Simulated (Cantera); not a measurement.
## Ignition delay

Mixture: CH₄ : O₂ : N₂ = 1 : 2.82 : 10.6 (molar parts), equivalence ratio 0.71, at 1.20 bar, adiabatic and at constant pressure. Ignition delay is the time to a rise of 400 K.

Model: GRI-Mech 3.0 (53 species, 325 reactions), integrated in Cantera.

| T0 (K) | delay (ms) |
|---|---|
| 1123 | 102 |
| 1223 | 23.7 |
| 1323 | 6.37 |
| 1423 | 1.99 |
| 1523 | 0.723 |
| 1623 | 0.308 |
| 1723 | 0.150 |
| 1823 | 0.0808 |

* **apparent activation energy between 1623 and 1823 K**: 160 kJ/mol
